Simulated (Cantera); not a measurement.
An isothermal, constant-pressure homogeneous reactor starts with 56.8 % NO, 43.2 % N2, at 1875 K and 0.132 atm.

Model: GRI-Mech 3.0 (53 species, 325 reactions), integrated in Cantera.

x: mole fraction; the columns are a selection and need not sum to one.

```csv
t (s),x NO,x NO2,x N2O,x O2,x O,x N2
0.000600,0.568,(withheld),1.09e-5,1.92e-7,9.12e-6,0.432
0.00135,0.568,(withheld),2.34e-5,1.04e-6,1.74e-5,0.432
0.00303,0.568,(withheld),4.70e-5,6.75e-6,3.25e-5,0.432
0.00682,0.568,(withheld),8.33e-5,4.51e-5,5.35e-5,0.432
0.0153,0.567,7.28e-5,0.000118,0.000204,6.55e-5,0.432
0.0345,0.567,7.74e-5,0.000131,0.000625,6.94e-5,0.432
0.0775,0.565,8.20e-5,0.000131,0.00159,7.27e-5,0.433
0.174,0.560,(withheld),0.000128,0.00378,7.94e-5,0.436
0.391,0.550,(withheld),0.000122,0.00869,9.24e-5,0.441
0.880,0.528,(withheld),0.000111,0.0197,0.000116,0.452
1.98,0.481,(withheld),8.90e-5,0.0433,0.000154,0.475
4.45,0.389,(withheld),5.58e-5,0.0894,0.000209,0.521
10.0,0.245,(withheld),2.13e-5,0.161,0.000272,0.593
```

Complete the blanks.


- 0.000600, x NO2: 2.69e-6
- 0.00135, x NO2: 9.89e-6
- 0.00303, x NO2: 2.86e-5
- 0.00682, x NO2: 5.74e-5
- 0.174, x NO2: 9.14e-5
- 0.391, x NO2: 0.000109
- 0.880, x NO2: 0.000138
- 1.98, x NO2: 0.000176
- 4.45, x NO2: 0.000200
- 10.0, x NO2: 0.000169
